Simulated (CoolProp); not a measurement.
Vapour-liquid equilibrium of R134a (1) + n-butane (2) at 1 MPa; x and y are mole fractions of (1).

Computed with CoolProp (multi-fluid Helmholtz-energy mixture model, Tillner-Roth 1994 and Bücker 2006; pair parameters Bell 2016).

```tsv
x	bubble temperature (K)	y at the bubble point	dew temperature at overall composition x (K)	liquid density (mol/L)
0.05	340.3	0.236	350.1	8.917
0.2	321.6	0.542	342.3	9.390
0.35	315.4	0.639	333.8	9.628
0.5	312.7	0.690	324.4	9.854
0.65	311.1	0.738	314.7	10.16
0.8	310.4	0.805	310.4	10.58
0.95	311.4	0.931	311.7	11.09
```

y crosses x between x = 0.8 and 0.95: the model has an azeotrope there.

Pair parameters are fitted to limited data, so mixtures are less certain than the pure fluids. With so large a gap from Raoult's law the liquid may split in two, which this calculation doesn't test in full.
